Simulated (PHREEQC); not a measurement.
1 kg of water holding 0.0076 mol/kgw KCl and 0.043 mol/kgw K2SO4 is evaporated at 25 °C; the solids stay in contact with the brine. CO2 from the air is kept out. Only these solids could form: Arcanite, Misenite, Sylvite.

Computed with PHREEQC (Pitzer model, pitzer.dat).

| water left (kg) | ionic strength | water activity | Arcanite (mol) |
|---|---|---|---|
| 1 | 0.137 | 0.998 | 0 |
| 0.5552 | 0.246 | [?] | 0 |
| 0.375 | 0.364 | [?] | 0 |
| 0.2082 | 0.656 | 0.991 | 0 |
| 0.1156 | 1.18 | 0.984 | 0 |
| 0.06418 | 1.89 | 0.975 | 0.00510 |
| 0.04335 | 1.89 | 0.974 | 0.0183 |
| 0.02407 | 1.89 | [?] | 0.0304 |
| 0.01337 | [?] | [?] | 0.0370 |
| 0.00903 | 1.99 | [?] | 0.0395 |
| 0.005012 | 2.32 | 0.943 | 0.0417 |

Question: What belongs in the gaps?

Answer: 
- 0.5552, water activity: 0.996
- 0.375, water activity: 0.995
- 0.02407, water activity: 0.971
- 0.01337, ionic strength: 1.92
- 0.01337, water activity: 0.966
- 0.00903, water activity: 0.960

Species that the database lacks are ignored.
